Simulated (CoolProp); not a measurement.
Saturation properties of nitrous oxide.

Computed with CoolProp (reference Helmholtz-energy equation of state, Lemmon 2006). It is a short technical equation, of lower accuracy than the large ones.

```
T (°C)  p (bar)  vapour density (kg/m³)  liquid cp (kJ/(kg K))  surface tension (mN/m)
------  -------  ----------------------  ---------------------  ----------------------
-53.95    5.534                   14.64                  1.786                    16.1
-50.45    6.362                   16.72                  1.798                    15.3
-46.95    7.279                   19.03                  1.812                    14.6
-43.45    8.291                   21.59                  1.827                     [?]
-40.05    9.371                     [?]                  1.844                    13.2
-36.55    10.59                   27.42                  1.863                    12.4
-33.05    11.92                   30.82                  1.884                    11.7
-29.55    13.37                   34.56                  1.907                     [?]
-26.05    14.94                     [?]                    [?]                    10.3
-22.55    16.64                   43.17                  1.961                    9.62
-19.05    18.49                   48.12                  1.994                    8.93
-15.55    20.47                   53.55                  2.030                    8.26
-12.15    22.55                   59.34                  2.071                    7.61
-8.65       [?]                   65.89                    [?]                    6.96
```

Problem. Some entries are withheld; supply them.

Solution. 
- -43.45, surface tension (mN/m): 13.9
- -40.05, vapour density (kg/m³): 24.32
- -29.55, surface tension (mN/m): 11.0
- -26.05, vapour density (kg/m³): 38.66
- -26.05, liquid cp (kJ/(kg K)): 1.933
- -8.65, p (bar): 24.84
- -8.65, liquid cp (kJ/(kg K)): 2.118

It boils at -88.5 °C under 1 atm.

Surface tension comes from a separate correlation (Mulero 2012).
